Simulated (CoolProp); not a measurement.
Vapour-liquid equilibrium of propylene (1) + dimethyl ether (2) at 24.95 °C; x and y are mole fractions of (1).

Model: multi-fluid Helmholtz-energy mixture model, Lemmon 2013 and Wu 2011; pair parameters Bell 2016, in CoolProp.

Give the bubble pressure and the first vapour's composition at x = 0.2, 0.35, 0.65. Is there an azeotrope?

x = 0.2: 7.294 bar, y = 0.329; x = 0.35: 8.241 bar, y = 0.501; x = 0.65: 9.898 bar, y = 0.753. No azeotrope shows between x = 0.05 and 0.95.

The pair parameters rest on a limited set of measurements; away from them the model extrapolates.
